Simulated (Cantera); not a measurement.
An isothermal, constant-pressure homogeneous reactor starts with CO : O2 : H2O : N2 = 0.0016 : 0.0032 : 0.001 : 1 (molar parts), at 1225 K and 1.01 bar. Integrator tolerance rtol = 1e-08.

Cantera simulation using GRI-Mech 3.0 (53 species, 325 reactions); the numbers are that mechanism's predictions, not measurements.

Task: What does this change do: temperature 1225 to 1000 K?

Result: 
```csv
quantity,before,after
x(CO) at 9.00 s,3.70e-9 (gas-phase equilibrium 1.01e-9),0.000215 (gas-phase equilibrium 1.98e-12)
x(O2) at 9.00 s,0.00239 (gas-phase equilibrium 0.00237),0.00250 (gas-phase equilibrium 0.00239)
x(H2O) at 9.00 s,0.000995 (gas-phase equilibrium 0.000995),0.000994 (gas-phase equilibrium 0.000995)
x(NO) at 9.00 s,1.11e-7 (gas-phase equilibrium 2.83e-5),2.62e-9 (gas-phase equilibrium 3.77e-6)
x(H2) at 9.00 s,1.20e-9 (gas-phase equilibrium 4.32e-10),1.16e-6 (gas-phase equilibrium 1.78e-12)
x(OH) at 9.00 s,2.30e-7 (gas-phase equilibrium 1.36e-7),6.41e-8 (gas-phase equilibrium 3.74e-9)
x(H) at 9.00 s,2.97e-11 (gas-phase equilibrium 6.48e-12),1.10e-8 (gas-phase equilibrium <1e-12)
```
